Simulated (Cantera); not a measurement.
A perfectly stirred reactor is fed with CH4 : C2H6 : O2 : N2 = 1 : 0.41 : 3.95 : 14.8 (molar parts), equivalence ratio 0.87, at 1.00 atm; it is adiabatic with a 550 K inlet, and is followed from long to short residence time, starting on the burning branch (τ in s: 0.051, 0.017, 0.0059, 0.002, 0.0007, 0.00024, 8.2e-05, 2.8e-05, 9.7e-06, 3.3e-06).

Computed with Cantera and GRI-Mech 3.0 (53 species, 325 reactions).

What does this change do: N2 14.8 to 22 parts?


```csv
quantity,before,after
"blow-out, bracketed by the residence times tried","burning at 82.0 µs, out at 28.0 µs","burning at 0.240 ms, out at 82.0 µs"
x(CH4) at τ = 51.0 ms,2.55e-6,6.26e-6
x(C2H6) at τ = 51.0 ms,1.37e-7,5.37e-7
x(O2) at τ = 51.0 ms,0.0268,0.0196
x(NO) at τ = 51.0 ms,0.00147,8.62e-5
x(CH3) at τ = 51.0 ms,1.66e-6,2.42e-6
x(CH4) at τ = 0.240 ms,0.000182,0.000490
x(C2H6) at τ = 0.240 ms,1.85e-5,4.67e-5
x(O2) at τ = 0.240 ms,0.0399,0.0331
x(NO) at τ = 0.240 ms,5.27e-5,1.52e-5
x(CH3) at τ = 0.240 ms,7.76e-5,0.000118
```

What does this change do: CH4 1 to 1.5 parts?


| quantity | before | after |
|---|---|---|
| blow-out, bracketed by the residence times tried | burning at 82.0 µs, out at 28.0 µs | burning at 82.0 µs, out at 28.0 µs |
| x(CH4) at τ = 51.0 ms | 2.55e-6 | 4.04e-6 |
| x(C2H6) at τ = 51.0 ms | 1.37e-7 | 9.45e-8 |
| x(O2) at τ = 51.0 ms | 0.0268 | 0.00200 |
| x(NO) at τ = 51.0 ms | 0.00147 | 0.000971 |
| x(CH3) at τ = 51.0 ms | 1.66e-6 | 3.71e-6 |
| x(CH4) at τ = 0.240 ms | 0.000182 | 0.000226 |
| x(C2H6) at τ = 0.240 ms | 1.85e-5 | 1.45e-5 |
| x(O2) at τ = 0.240 ms | 0.0399 | 0.0133 |
| x(NO) at τ = 0.240 ms | 5.27e-5 | 0.000160 |
| x(CH3) at τ = 0.240 ms | 7.76e-5 | 0.000150 |
